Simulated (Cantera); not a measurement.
Feed: 1 mol SiHCl3, a varied amount of HCl, 4.6 mol H2, equilibrated at 1000 K and 0.360 bar.

Cantera equilibrium calculation (NASA polynomials, part measured and part estimated; ideal gas, pure solids and liquids). Candidate condensed phases: Si; 19 gas species. The tables' values for SiCl3 are old estimates; treat these amounts as uncertain. Equilibrium is a limit: real reactors are often held back by kinetics, nucleation or transport.

x: gas mole fraction; n: condensed amount in mol.

```tsv
n(HCl) (mol)	x H2	x HCl	x SiCl4	x SiHCl3	x SiH2Cl2	x SiCl3	x SiCl2	n Si(s)
0.13	0.845	0.0142	0.0965	0.0404	0.00182	0.00127	0.000407	0.170
0.19	0.844	0.0143	0.0978	0.0408	0.00183	0.00129	0.000410	0.154
0.29	0.841	0.0143	0.0998	0.0413	0.00185	0.00131	0.000414	0.128
0.45	0.837	0.0144	0.103	0.0422	0.00186	0.00134	0.000421	___
0.68	0.831	0.0145	0.107	0.0434	0.00189	0.00138	0.000430	0.0248
1	0.821	___	0.124	___	___	0.000823	___	0
1.6	0.770	0.0915	0.131	0.00776	4.96e-5	0.000256	1.22e-5	0
2.4	0.697	0.178	0.122	0.00334	9.91e-6	0.000116	2.69e-6	0
```

Q: Some entries are withheld; supply them.

A: 
- 0.45, n Si(s): 0.0856
- 1, x HCl: 0.0279
- 1, x SiHCl3: 0.0257
- 1, x SiH2Cl2: 0.000574
- 1, x SiCl2: 0.000132
